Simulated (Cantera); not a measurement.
C3H8 + O2 + N2 (carbon deposition, reforming and gasification)

A closed system holds: 1 mol C3H8, 0.025 mol O2, 0.68 mol N2, equilibrated at 0.100 bar.

Equilibrium computed with Cantera from the NASA thermochemical tables; the gas is ideal and each condensed phase is pure. Candidate condensed phases: C, C6H6, C7H8, C8H18, H2O; 136 gas species. Kinetics and transport are ignored.

From 1575 K to 2025 K the condensed part is C(graphite). The main C-bearing gas is CO throughout.

```
T (K)   x H2   x N2    x CO     x HCN       x H  x C2H2 (acetylene)     x HNC     x CH4  n C(graphite)
-----  -----  -----  ------  --------  --------  ------------------  --------  --------  -------------
1575   0.845  0.143  0.0106  0.000609  0.000121             1.78e-5   1.30e-5  0.000130           2.95
1625   0.845  0.143  0.0106  0.000829  0.000205             3.00e-5   2.04e-5  0.000105           2.95
1675   0.845  0.143  0.0106   0.00111  0.000337             4.91e-5   3.11e-5   8.59e-5           2.94
1725   0.844  0.143  0.0106   0.00146  0.000540             7.78e-5   4.64e-5   7.12e-5           2.94
1775   0.844  0.143  0.0106   0.00188  0.000841            0.000120   6.75e-5   5.96e-5           2.94
1825   0.843  0.142  0.0106   0.00240   0.00128            0.000181   9.62e-5   5.04e-5           2.94
1875   0.842  0.142  0.0106   0.00302   0.00190            0.000267  0.000135   4.30e-5           2.93
1925   0.841  0.142  0.0106   0.00374   0.00277            0.000385  0.000185   3.69e-5           2.93
1975   0.839  0.141  0.0106   0.00459   0.00396            0.000545  0.000249   3.20e-5           2.92
2025   0.837  0.140  0.0105   0.00557   0.00557            0.000757  0.000331   2.78e-5           2.91
```
x: gas mole fraction; n: condensed amount in mol.
